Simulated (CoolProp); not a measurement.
Properties of CHF3 (R23) along the isobar 11.2 MPa.

The numbers come from the reference Helmholtz-energy equation of state, Penoncello 2003 in CoolProp.

| T (K) | phase | cv (kJ/(kg K)) | Joule-Thomson coefficient (K/MPa) | viscosity (µPa s) | conductivity (mW/(m K)) |
|---|---|---|---|---|---|
| 292.7 | liquid | 0.7767 | 0.4728 | 92.8 | 79.6 |
| 306.7 | supercritical | 0.7954 | 0.8933 | 75.9 | 71.6 |
| 320.8 | supercritical | 0.8177 | 1.615 | 60.0 | 62.7 |
| 334.8 | supercritical | 0.8379 | 2.702 | 46.0 | 53.2 |
| 348.8 | supercritical | 0.8420 | 3.720 | 36.3 | 45.4 |
| 362.8 | supercritical | 0.8345 | 4.195 | 31.2 | 40.5 |
| 376.8 | supercritical | 0.8294 | 4.241 | 28.7 | 37.9 |
| 390.9 | supercritical | 0.8297 | 4.083 | 27.4 | 36.4 |
| 404.9 | supercritical | 0.8343 | 3.848 | 26.8 | 35.6 |
| 418.9 | supercritical | 0.8418 | 3.591 | 26.5 | 35.2 |
| 432.9 | supercritical | 0.8511 | 3.337 | 26.4 | 35.0 |
| 447 | supercritical | 0.8617 | 3.093 | 26.4 | 35.0 |
| 461 | supercritical | 0.8730 | 2.868 | 26.5 | 35.1 |
| 475 | supercritical | 0.8846 | 2.660 | 26.7 | 35.4 |

Viscosity comes from a separate model (Shan 2000). Thermal conductivity comes from a separate model (Shan 2000).
